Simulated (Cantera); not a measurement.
Input: 1 mol MgCO3, 0.09 mol C, 0.054 mol H2O, held at 0.100 bar.

Cantera equilibrium calculation (NASA polynomials, part measured and part estimated; ideal gas, pure solids and liquids). Candidate condensed phases: C, C6H6, C7H8, C8H18, H2O, Mg, MgCO3, MgO, Mg(OH)2; 116 gas species. Kinetics and transport are ignored.

### Question
Which condensed phases are stable at each of these points (T (°C)): 277, 427, 577, 727, 877, 1027, 1177, 1327, 1477, 1627, 1777, 1927?

### Answer
| T (°C) | condensed phases | Mg condensed (%) |
|---|---|---|
| 277 | C(graphite) + MgCO3(s) | 100.0 |
| 427 | C(graphite) + MgO(s) | 100.0 |
| 577 | MgO(s) | 100.0 |
| 727 | MgO(s) | 100.0 |
| 877 | MgO(s) | 100.0 |
| 1027 | MgO(s) | 100.0 |
| 1177 | MgO(s) | 100.0 |
| 1327 | MgO(s) | 100.0 |
| 1477 | MgO(s) | 100.0 |
| 1627 | MgO(s) | 100.0 |
| 1777 | MgO(s) | 100.0 |
| 1927 | MgO(s) | 100.0 |

At 277 °C the condensed part is C(graphite) + MgCO3(s). At 427 °C the condensed part is C(graphite) + MgO(s). From 577 °C to 1927 °C the condensed part is MgO(s).
